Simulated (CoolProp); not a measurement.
C3F8 (R218) at 198.15 K and 0.173 MPa is throttled through a valve to 0.0131 MPa with no heat exchange. Each further row changes one setting.

Computed with CoolProp (reference Helmholtz-energy equation of state, Lemmon 2006). It is a short technical equation, of lower accuracy than the large ones.

```json
[
 {"case": "as stated", "temperature change (K)": "+0.1", "final phase": "liquid", "final density (kg/m³)": "1750"},
 {"case": "outlet pressure 0.00393 MPa", "temperature change (K)": "-14.8", "final phase": "two-phase, vapour fraction 0.107", "final density (kg/m³)": "4.54"},
 {"case": "outlet pressure 0.017 MPa", "temperature change (K)": "+0.1", "final phase": "liquid", "final density (kg/m³)": "1750"}
]
```
